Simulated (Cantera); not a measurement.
A perfectly stirred reactor is fed with CH4 : H2 : N2 : H2O = 0.0096 : 1 : 0.00042 : 0.045 (molar parts), at 0.180 bar; it is held at 2523 K, and followed from long to short residence time.

Model: GRI-Mech 3.0 (53 species, 325 reactions), integrated in Cantera.

One state of this run: x CH4 = 1.25e-6; x H2 = 0.897; x C2H2 = 1.16e-8; x C2H4 = 1.07e-11; x C2H6 = <1e-12; x CH3 = 1.51e-6; x H = 0.0617. x: mole fraction; the columns are a selection and need not sum to one.

Task: Which value of τ (s) does it belong to?
A. 0.0075
B. 2.8
C. 0.033
D. 0.64

Result: D, 0.64
